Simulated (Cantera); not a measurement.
Feed: 1 mol SiH₂Cl₂, 3 mol NH₃, 92 mol H₂, equilibrated at 1498 K and 0.00870 bar.

Equilibrium computed with Cantera from the NASA thermochemical tables; the gas is ideal and each condensed phase is pure. Candidate condensed phases: NH₄Cl, Si, Si₃N₄; 28 gas species. Kinetics and transport are ignored.

Base state: H₂ 0.972, HCl 0.0185, N₂ 0.00892, SiCl₂ 0.000794, H 0.000182 (mole fractions); condensed: Si₃N₄(s).

Question: What changes in the equilibrium state with this change: NH₃ from 3 to 3.7 mol?

Answer: 
| species | before | after |
|---|---|---|
| H₂ | 0.972 | 0.968 |
| HCl | 0.0185 | 0.0185 |
| N₂ | 0.00892 | 0.0122 |
| SiCl₂ | 0.000794 | 0.000648 |
| H | 0.000182 | 0.000181 |
| Si₃N₄(s), mol | 0.307 | 0.311 |
